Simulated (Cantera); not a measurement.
Feed: 1 mol SiCl4, 0.79 mol Cl2, 4.6 mol H2, at 850 °C and 13300 Pa.

Method: chemical equilibrium by Gibbs-energy minimisation in Cantera with the NASA 1993 tables (ideal gas, pure condensed phases). Candidate condensed phases: Si; 19 gas species. The tables' values for SiCl3 are old estimates; treat these amounts as uncertain. Kinetics and transport are ignored.

Base state: H2 0.589, HCl 0.255, SiCl4 0.149, SiHCl3 0.00590, SiCl3 0.00150, SiCl2 0.000187, SiH2Cl2 2.87e-5 (mole fractions); condensed: gas only.

What changes in the equilibrium state with this change: temperature from 850 °C to 1002 °C?


```csv
species,before,after
H2,0.589,0.568
HCl,0.255,0.277
SiCl4,0.149,0.128
SiCl3,0.00150,0.0106
SiHCl3,0.00590,0.0106
SiCl2,0.000187,0.00568
SiH2Cl2,2.87e-5,0.000121
```
